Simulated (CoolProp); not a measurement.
Saturation properties of diethyl ether.

The numbers come from the reference Helmholtz-energy equation of state, Thol 2014 in CoolProp.

```csv
T (°C),p (bar),vapour density (kg/m³),liquid cp (kJ/(kg K)),surface tension (mN/m)
18.05,0.5440,1.718,…,17.3
26.65,0.7613,2.354,…,16.3
35.25,1.042,3.161,2.371,15.3
43.95,1.403,4.185,2.403,14.3
52.55,1.849,5.435,2.437,13.3
61.15,2.397,6.960,2.473,12.3
69.85,3.069,8.826,2.511,11.3
78.45,3.866,11.04,2.551,10.3
87.05,4.809,13.68,…,9.38
95.75,5.929,16.84,2.640,8.44
104.35,7.218,20.55,2.691,7.52
113.05,8.722,24.99,2.748,6.61
121.65,10.43,30.18,2.811,5.73
130.25,12.37,36.36,2.886,4.87
```

Problem. What belongs in the gaps?

Solution. 
- 18.05, liquid cp (kJ/(kg K)): 2.311
- 26.65, liquid cp (kJ/(kg K)): 2.340
- 87.05, liquid cp (kJ/(kg K)): 2.594

It boils at 34.5 °C under 1 atm.

Surface tension comes from a separate correlation (Mulero 2014).
